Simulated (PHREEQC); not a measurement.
0.09 g of hydrous ferric oxide (600 m²/g; 0.2 weak and 0.005 strong sites per Fe, Dzombak-Morel constants, diffuse double layer) in 1 kg of water with 0.3 mol/kgw of an inert sodium salt and 0.24 mmol/kgw NaH2PO4, at 25 °C; the pH is set by adding NaOH or the inert anion's acid. Oxygen is held at 0.21 atm. No CO2 enters from the air. Precipitation was switched off in this run.

The series has 17 steps of pH, from 4 to 12.

Computed with PHREEQC (ion-association model, wateq4f.dat).

### Question
Near which pH is half of the P sorbed, and on which side is more sorbed?

### Answer
Near pH 6.8, with more sorbed at lower pH.

### Question
At which pH does the surface charge pass through zero?

### Answer
Near pH 5.7.

H3PO4, which wateq4f.dat lacks, is added to it with the constant of phreeqc.dat.
